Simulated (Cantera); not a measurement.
A closed system holds: 1 mol Pb, 6.8 mol H₂, at 23.0 Pa.

Equilibrium computed with Cantera from the NASA thermochemical tables; the gas is ideal and each condensed phase is pure. Candidate condensed phases: Pb; 4 gas species. Equilibrium is a limit: real reactors are often held back by kinetics, nucleation or transport.

**Question.** Which condensed phases are stable at each of these points (T (K)): 973, 1023, 1073, 1123, 1173, 1223, 1273, 1323, 1373, 1423, 1473, 1523, 1573, 1623?

**Answer.** 
```tsv
T (K)	condensed phases	Pb condensed (%)
973	Pb(l)	73.1
1023	Pb(l)	10.8
1073	gas only	0.0
1123	gas only	0.0
1173	gas only	0.0
1223	gas only	0.0
1273	gas only	0.0
1323	gas only	0.0
1373	gas only	0.0
1423	gas only	0.0
1473	gas only	0.0
1523	gas only	0.0
1573	gas only	0.0
1623	gas only	0.0
```

From 973 K to 1023 K the condensed part is Pb(l). From 1073 K to 1623 K nothing is condensed.
